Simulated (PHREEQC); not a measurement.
Dissolve 14 mmol/kgw HNO3, 0.045 mmol/kgw AlCl3 and 120 mmol/kgw MnSO4 at 25 °C. Closed to the air; pH follows from the charge balance.

Computed with PHREEQC (ion-association model, wateq4f.dat).

Each row changes one thing in this solution. Precipitation was switched off in this run.

```csv
case,pH,ionic strength (mol/kgw),Cl- (mol/kgw),Al+3 (mol/kgw),AlOH+2 (mol/kgw),SI of Gibbsite (Al(OH)3),SI of Boehmite (AlOOH)
as made,2.38,0.267,0.000125,3.51e-6,3.44e-9,-7.36,-7.83
MnSO4 left out,1.90,0.0143,0.000135,4.50e-5,2.21e-8,-7.17,-7.64
HNO3 replaced by Al(NO3)3 at the same molality,4.37,0.285,0.000125,0.00125,0.000119,+1.15,+0.68
HNO3 replaced by Cu(NO3)2 at the same molality,5.08,0.288,0.000125,3.36e-6,1.62e-6,+0.70,+0.23
diluted 100-fold with water,3.92,0.00445,1.35e-6,1.71e-7,1.03e-8,-3.39,-3.86
AlCl3 from 4.5e-05 to 0.00045 mol/kgw,2.38,0.268,0.00125,3.54e-5,3.45e-8,-6.36,-6.83
HNO3 from 0.014 to 0.021 mol/kgw,2.19,0.272,0.000125,3.75e-6,2.38e-9,-7.90,-8.37
diluted 10-fold with water,3.07,0.0352,1.33e-5,7.53e-7,4.72e-9,-5.59,-6.06
```

Complexes and solids missing from the database can't appear. Some of these states are supersaturated (in Basaluminite, Boehmite (slow to form), Antlerite, for instance).
